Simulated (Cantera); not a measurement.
Input (Python, Cantera) and output of one run.

```python
import numpy as np
import cantera as ct

gas_names = """
    CL CL2 H HCL H2 Si SiCL SiCL2 SiCL3 SiCL4 SiH SiHCL3 SiH2 SiH2CL2 SiH3 SiH3CL SiH4 Si2 Si3
""".split()
cond_names = """
    Si(cr) Si(L)
""".split()


# ... load() reads the species with a 1 bar reference pressure and builds the phases ...
atoms = {
    'SiCl4': {'Si': 1, 'CL': 4},
    'H2': {'H': 2},
}
top_T = {}  # K; cautious upper limits of use, not melting points


# ... equilibrate(T, P, feed) seeds the gas with the atoms and calls Mixture.equilibrate('TP', solver="vcs", rtol=1e-11, max_steps=5000) ...
results = []
feed = {'SiCl4': 1, 'H2': 0.34}  # mol
T = 623  # K
P = 110000  # Pa
mix = equilibrate(T, P, feed)
results.append((T, P, feed, dict(zip(mix.species_names, mix.species_moles))))
print(gas.report(threshold=0.001))
for i in range(1, mix.n_phases):
    print(f"{mix.phase(i).name:16s} {mix.phase_moles(i):12.5e} mol")
```

Output:

```
       temperature   623 K
          pressure   1.1e+05 Pa
           density   2.7031 kg/m^3
  mean mol. weight   127.29 kg/kmol
   phase of matter   gas

                          1 kg             1 kmol
                     ---------------   ---------------
          enthalpy       -3.6777e+06       -4.6814e+08  J
   internal energy       -3.7184e+06       -4.7332e+08  J
           entropy              2699        3.4356e+05  J/K
    Gibbs function       -5.3592e+06       -6.8218e+08  J
 heat capacity c_p            662.26             84299  J/K
 heat capacity c_v            596.94             75985  J/K

                      mass frac. Y      mole frac. X     chem. pot. / RT
                     ---------------   ---------------   ---------------
               HCL        0.00084151         0.0029381           -46.791
                H2          0.003972           0.25079           -17.761
             SiCL4           0.99206           0.74333           -170.43
            SiHCL3         0.0031249         0.0029368            -141.4
     [  +15 minor]        5.3651e-07        6.6315e-07

Si(cr)            0.00000e+00 mol
```

Cantera equilibrium calculation (NASA polynomials, part measured and part estimated; ideal gas, pure solids and liquids).
